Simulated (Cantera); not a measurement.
Input: 1 mol Fe₂O₃, a varied amount of CO, held at 1 atm.

Cantera equilibrium calculation (NASA polynomials, part measured and part estimated; ideal gas, pure solids and liquids). Candidate condensed phases: C, Fe, Fe(CO)₅, FeO, Fe₂O₃, Fe₃O₄; 15 gas species. Each liquid is taken as pure. Mutual solubility and eutectic melting of coexisting phases are not modelled. The tables' stoichiometric FeO is somewhat more stable than real wüstite, so its field is too wide. FeO: taken at fixed stoichiometry. Rates play no part.

What condenses at these points (T in K, n(CO) in mol): (1573, 18); (2073, 2.5); (2273, 5.9); (1573, 3.1); (1573, 11)?


```csv
T (K),n(CO) in mol,condensed phases,Fe condensed (%)
1573,18,Fe + FeO,100.0
2073,2.5,FeO,100.0
2273,5.9,FeO,99.3
1573,3.1,FeO,100.0
1573,11,Fe + FeO,100.0
```
